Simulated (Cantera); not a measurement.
Cantera run:

```python
import numpy as np
import cantera as ct

gas_names = """
    F FO FO2 F2 F2O O O2 O3 Si SiF SiF2 SiF3 SiF4 SiO SiO2 Si2 Si3
""".split()
cond_names = """
    Si(cr) Si(L) SiO2(Lqz) SiO2(hqz) SiO2(L)
""".split()


def load(file, names, dense=False):
    # The tables refer to 1 bar. Condensed volumes are neglected.
    table = {s.name: s for s in ct.Species.list_from_file(file)}
    out = []
    for n in names:
        d = dict(table[n].input_data)
        d["thermo"] = dict(d["thermo"], **{"reference-pressure": 1e5})
        if dense:
            d["equation-of-state"] = {"model": "constant-volume", "density": "1e6 g/cm^3"}
        out.append(ct.Species.from_dict(d))
    return out


gas = ct.Solution(thermo="ideal-gas", species=load("nasa_gas.yaml", gas_names))
cond = {s.name: ct.Solution(thermo="fixed-stoichiometry", species=[s], name=s.name)
        for s in load("nasa_condensed.yaml", cond_names, dense=True)}
atoms = {
    'SiF4': {'Si': 1, 'F': 4},
    'O2': {'O': 2},
}
top_T = {}  # K; cautious upper limits of use, not melting points


def equilibrate(T, P, feed):
    n = {}
    for name, mol in feed.items():
        for a, k in atoms[name].items():
            n[a] = n.get(a, 0.0) + k * mol
    gas.TPX = T, P, n
    mass = sum(n.values()) * gas.mean_molecular_weight
    gas.equilibrate("TP")
    valid = [c for c in cond.values() if c.min_temp <= T <= top_T.get(c.name, c.max_temp)]
    mix = ct.Mixture([(gas, mass / gas.mean_molecular_weight)] + [(c, 0.0) for c in valid])
    mix.T, mix.P = T, P
    mix.equilibrate("TP", solver="vcs", rtol=1e-11, max_steps=5000)
    return mix


results = []
feed = {'SiF4': 1, 'O2': 0.47}  # mol
T = 1998.15  # K
P = 8.5  # Pa
mix = equilibrate(T, P, feed)
results.append((T, P, feed, dict(zip(mix.species_names, mix.species_moles))))
x = sorted(zip(gas.X, gas.species_names), reverse=True)
print(f"T = {T:g} K  P = {P:g} Pa  gas = {mix.phase_moles(0):.4g} mol")
print("   x: " + "  ".join(f"{s} {v:.3e}" for v, s in x if v > 1e-05))
print("   condensed (mol): " + ("  ".join(f"{mix.phase(i).name} {mix.phase_moles(i):.4g}"
      for i in range(1, mix.n_phases) if mix.phase_moles(i) > 1e-12) or "none"))
```

Output:

```
T = 1998.15 K  P = 8.5 Pa  gas = 1.529 mol
   x: SiF4 6.405e-01  O2 2.868e-01  O 3.832e-02  F 2.105e-02  SiF3 1.070e-02  SiO 2.413e-03  SiO2 1.481e-04  SiF2 5.278e-05
   condensed (mol): none
```

Method: chemical equilibrium by Gibbs-energy minimisation in Cantera with the NASA 1993 tables (ideal gas, pure condensed phases). The tables' values for SiF3, SiO2, SiF2 are old estimates; treat these amounts as uncertain.
